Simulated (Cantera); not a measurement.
What does this Cantera script print?

```python
import numpy as np
import cantera as ct

gas_names = """
    H H2 N NH NH2 NH3 N2 N2H2 N2H4 Si SiH SiH2 SiH3 SiH4 SiN Si2 Si2N Si3
""".split()
cond_names = """
    Si(cr) Si(L) Si3N4(a)
""".split()


# ... load() reads the species with a 1 bar reference pressure and builds the phases ...
atoms = {
    'SiH4': {'Si': 1, 'H': 4},
    'N2': {'N': 2},
    'NH3': {'N': 1, 'H': 3},
}
top_T = {'Si3N4(a)': 2400}  # K; cautious upper limits of use, not melting points


# ... equilibrate(T, P, feed) seeds the gas with the atoms and calls Mixture.equilibrate('TP', solver="vcs", rtol=1e-11, max_steps=5000) ...
results = []
T = 1625  # K
P = 1333.22  # Pa
for m in [0.31, 0.93, 1.6, 2.2, 2.8, 3.4, 4, 4.7, 5.3]:
    feed = {'SiH4': 1, 'N2': m, 'NH3': 0.12}  # mol
    mix = equilibrate(T, P, feed)
    results.append((T, P, feed, dict(zip(mix.species_names, mix.species_moles))))

top = {s: max(r[3][s] / sum(r[3][g] for g in gas_names) for r in results) for s in gas_names}
cols = sorted((s for s in top if top[s] > 0.0001), key=lambda s: -top[s])[:9]
seen = [c for c in cond_names if any(r[3].get(c, 0) > 1e-12 for r in results)]
print("log10 of partial pressures in bar; condensed amounts in mol")
print(f"{'n(N2)':>10s}" + "".join(f"{s[:9]:>10s}" for s in cols + seen))
for T, P, feed, n in results:
    ng = sum(n[g] for g in gas_names)
    print(f"{feed['N2']:10.4g}" + "".join(f"{np.log10(max(n[s] / ng * P / 1e5, 1e-99)):10.3f}" for s in cols)
          + "".join(f"{n.get(c, 0):10.4g}" for c in seen))
```

Result:

```
log10 of partial pressures in bar; condensed amounts in mol
     n(N2)        H2        N2         H    Si(cr)  Si3N4(a)
      0.31    -1.891    -3.340    -5.097    0.5611    0.1463
      0.93    -1.935    -2.764    -5.119         0    0.3333
       1.6    -2.038    -2.380    -5.171         0    0.3333
       2.2    -2.114    -2.250    -5.208         0    0.3333
       2.8    -2.178    -2.175    -5.240         0    0.3333
       3.4    -2.234    -2.126    -5.268         0    0.3333
         4    -2.283    -2.091    -5.293         0    0.3333
       4.7    -2.334    -2.061    -5.319         0    0.3333
       5.3    -2.374    -2.041    -5.339         0    0.3333
```

These are equilibrium values from Cantera (NASA tables, ideal gas, pure condensed phases), not measurements of a reactor. Mutual solubility and eutectic melting of coexisting phases are not modelled.
